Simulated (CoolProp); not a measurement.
Aqueous potassium acetate as a coolant, 41 % by mass, freezing at -44.2 °C, 1 atm.

Model: Melinder's fits for secondary coolants, in CoolProp.

```csv
T (°C),viscosity (mPa s),Prandtl number,conductivity (W/(m K)),cp (kJ/(kg K))
-27.2,28.4,192,0.417,2.814
-21.4,19.6,131,0.423,2.828
-15.5,14.1,93.1,___,2.843
-9.6,10.4,68.5,0.435,2.858
-3.7,___,___,0.442,2.872
2.2,6.32,40.7,0.448,2.887
8,5.14,32.8,0.454,2.902
13.9,4.26,27.0,___,2.917
19.8,3.59,22.6,0.467,2.932
25.7,3.07,19.1,0.473,___
31.6,2.66,___,___,___
```

Problem. Fill in the missing entries.

Solution. 
- -15.5, conductivity (W/(m K)): 0.429
- -3.7, viscosity (mPa s): 8.00
- -3.7, Prandtl number: 52.0
- 13.9, conductivity (W/(m K)): 0.461
- 25.7, cp (kJ/(kg K)): 2.947
- 31.6, Prandtl number: 16.4
- 31.6, conductivity (W/(m K)): 0.480
- 31.6, cp (kJ/(kg K)): 2.963
